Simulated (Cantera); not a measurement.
Cantera with NASA thermochemical tables; ideal gases at 1 bar, condensed phases pure. Values are per mole of reaction as written; species without (g) are pure solids or liquids, kept so even where they would boil at 1 bar.

Problem. Between 1573 and 1798 K, where is each reaction favourable under standard conditions?
- MgF₂ → 2 F(g) + Mg(g)
- Mg(g) + 2 HF(g) → H₂(g) + MgF₂

Solution. 
- MgF₂ → 2 F(g) + Mg(g): ΔG° is 799 kJ at 1573 K and 721 kJ at 1798 K; it stays positive (K < 1). ΔH° is 1346 kJ and ΔS° 348 J/K at 1798 K.
- Mg(g) + 2 HF(g) → H₂(g) + MgF₂: ΔG° is -273 kJ at 1573 K and -222 kJ at 1798 K; it stays negative (K > 1). ΔH° is -623 kJ and ΔS° -223 J/K at 1798 K.
